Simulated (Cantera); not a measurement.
# Hydrocarbon pyrolysis for carbon deposition

An isothermal, constant-pressure homogeneous reactor starts with 1.03 % C2H6, 99.0 % N2, at 1300 K and 100.0 Torr.

Cantera simulation using GRI-Mech 3.0 (53 species, 325 reactions); the numbers are that mechanism's predictions, not measurements. GRI-Mech 3.0 stops at C3 and has no aromatics, soot or wall deposition, so with more carbon than oxygen in the feed, carbon stays in small species such as C2H2 where larger ones or solid carbon would form.

```
t (s)       x C2H6     x CH2      x H2    x C2H2     x HCN     x C2H
--------  --------  --------  --------  --------  --------  --------
1.00e-5     0.0103    <1e-12  1.65e-10    <1e-12    <1e-12    <1e-12
3.32e-5     0.0103  2.09e-12   3.87e-9    <1e-12    <1e-12    <1e-12
0.000110    0.0103  7.36e-11   1.60e-7    <1e-12    <1e-12    <1e-12
0.000367    0.0103   2.30e-9   6.38e-6  4.90e-10  1.24e-12    <1e-12
0.00122     0.0101   3.25e-8  0.000168   2.89e-7   1.29e-9  1.69e-12
0.00405    0.00871   7.23e-8   0.00135   2.09e-5   1.35e-8  5.48e-11
0.0134     0.00480   6.17e-8   0.00503  0.000360   2.86e-8  3.26e-10
0.0446    0.000505   1.49e-8    0.0108   0.00261   4.06e-8   1.05e-9
0.148      1.76e-5  6.58e-10    0.0138   0.00525   4.20e-8  4.45e-10
0.493      1.01e-6  4.35e-11    0.0152   0.00672   4.20e-8  1.44e-10
1.64       1.90e-7  9.59e-12    0.0163   0.00784   4.20e-8  7.84e-11
5.44       1.17e-7  7.49e-12    0.0174   0.00894   4.19e-8  7.87e-11
18.1       1.00e-7  7.08e-12    0.0177   0.00924   4.19e-8  7.92e-11
60.0       9.72e-8  7.00e-12    0.0178   0.00926   4.20e-8  7.94e-11
```
x: mole fraction; the columns are a selection and need not sum to one.

Equilibrium at this temperature and pressure: C2H6 1.76e-9, CH2 <1e-12, H2 0.0200, C2H2 0.00174, HCN 0.0165, C2H 1.69e-11 (gas phase only).
